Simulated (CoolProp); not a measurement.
Properties of CH3F (R41) along the isobar 6.75 MPa.

Model: reference Helmholtz-energy equation of state, Lemmon 2006, in CoolProp. It is a short technical equation, of lower accuracy than the large ones.

| T (K) | phase | Z | cp (kJ/(kg K)) | cv (kJ/(kg K)) | speed of sound (m/s) | isothermal compressibility (1/MPa) | fugacity coefficient |
|---|---|---|---|---|---|---|---|
| 305.9 | liquid | … | 3.374 | 1.245 | 435.4 | 0.02502 | 0.4800 |
| 321.5 | supercritical | 0.2131 | 13.11 | 1.418 | 234.4 | 0.4172 | 0.5929 |
| 337 | supercritical | 0.5268 | 4.071 | 1.323 | 240.6 | 0.3415 | 0.6641 |
| 352.6 | supercritical | 0.6346 | 2.645 | 1.224 | 265.2 | 0.2488 | … |
| 368.2 | supercritical | 0.7027 | 2.184 | 1.185 | 282.9 | 0.2157 | 0.7514 |
| 383.8 | supercritical | 0.7520 | 1.963 | 1.172 | 297.3 | 0.1980 | 0.7834 |
| 399.4 | supercritical | … | … | 1.174 | 309.6 | 0.1870 | 0.8104 |
| 415 | supercritical | 0.8201 | 1.771 | 1.185 | 320.5 | 0.1793 | 0.8335 |

Question: Some entries are withheld; supply them.

Answer: 
- 305.9, Z: 0.1581
- 352.6, fugacity coefficient: 0.7127
- 399.4, Z: 0.7899
- 399.4, cp (kJ/(kg K)): 1.842

The peak of cp marks the crossing from liquid-like to gas-like fluid above the critical point.
